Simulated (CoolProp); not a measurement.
Vapour-liquid equilibrium of R143a (1) + R236FA (2) at 15.7 kPa; x and y are mole fractions of (1).

The numbers come from the multi-fluid Helmholtz-energy mixture model, Lemmon and Jacobsen 2000 and Pan 2012; pair parameters Bell 2016 in CoolProp.

### Question
Give the bubble temperature and the first vapour's composition at x = 0.35, 0.55, 0.95. Is there an azeotrope?

### Answer
x = 0.35: 208.9 K, y = 0.887; x = 0.55: 202.0 K, y = 0.956; x = 0.95: 193.9 K, y = 0.998. No azeotrope shows between x = 0.05 and 0.95.

The pair parameters rest on a limited set of measurements; away from them the model extrapolates.
